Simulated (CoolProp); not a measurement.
Vapour-liquid equilibrium of dimethyl carbonate (1) + n-octane (2) at 479.6 K; x and y are mole fractions of (1).

The numbers come from the multi-fluid Helmholtz-energy mixture model, Zhou 2011 and Beckmüller 2019; pair parameters Bell 2016 in CoolProp.

Question: Give the bubble pressure and the first vapour's composition at x = 0.275, 0.35, 0.725. Is there an azeotrope?

Answer: x = 0.275: 10.95 bar, y = 0.507; x = 0.35: 11.85 bar, y = 0.569; x = 0.725: 14.65 bar, y = 0.789. y crosses x between x = 0.875 and 0.95: the model has an azeotrope there.

Pair parameters are fitted to limited data, so mixtures are less certain than the pure fluids.
